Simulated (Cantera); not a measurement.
A diamond (100) surface in a fixed gas of H2 with x(CH4) = 0.0062, x(CH3) = 0.00012, at 1125 K, 0.0276 atm; coverages are run to steady state.

Detailed kinetics in Cantera: the Harris–Goodwin 1993 mechanism for the reconstructed diamond (100) surface.

One state of this run: growth (µm/h) = 1.31; θ c6HH = 0.492; θ c6H* = 0.0302; θ c6*H = 0.452; θ c6** = 0.0201; θ c6HM = 0.00400. θ: site fractions in the mechanism's names (c6HH fully hydrogenated, c6H* and c6*H radical sites, c6** diradical, c6HM methylated).

Problem. Which value of x(H) does it belong to?
(A) 0.041
(B) 0.0043
(C) 0.00096
(D) 0.019

Solution. B, 0.0043
